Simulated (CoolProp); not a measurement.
n-perfluorohexane at several states: fugacity coefficient from the reference equation and from simpler models built on Tc = 448.0 K, pc = 1742 kPa, ω = 0.497; each cubic takes its own stable root.

Values from CoolProp's reference Helmholtz-energy equation of state, Gao 2022.

```csv
T (K),p (kPa),phase,reference,van der Waals,Redlich-Kwong,Soave-Redlich-Kwong,Peng-Robinson
254.1,5800,liquid,0.0007905,0.04244,0.006061,0.0008639,0.0008695
241.3,8360,liquid,0.0002870,0.03374,0.003098,0.0003310,0.0003305
271.9,3030,liquid,0.003415,0.07513,0.01752,0.003554,0.003600
279.3,109,liquid,0.1096,0.9446,0.4682,0.1097,0.1137
213.8,1320,liquid,8.760e-5,0.03241,0.001784,9.631e-5,0.0001115
312.3,1240,liquid,0.04502,0.2708,0.1217,0.04574,0.04553
```

At some of these states van der Waals gives the other phase, because its saturation line lies elsewhere.
